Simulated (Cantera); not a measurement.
Feed: 1 mol MgSO₄, 0.25 mol H₂, 0.025 mol CO₂, at 18.0 Pa.

These are equilibrium values from Cantera (NASA tables, ideal gas, pure condensed phases), not measurements of a reactor. Candidate condensed phases: C, C₆H₆, C₇H₈, C₈H₁₈, H₂O, H₂SO₄, Mg, MgCO₃, MgO, Mg(OH)₂, MgS, MgSO₄, S; 130 gas species. Kinetics and transport are ignored.

Q: At 948 K, list the 5 most abundant gas species with their mole fractions, and the condensed phases.

A: SO₂ 0.496, H₂O 0.418, CO₂ 0.0418, O₂ 0.0389, SO₃ 0.00452. Condensed: MgO(s) + MgSO₄(s).
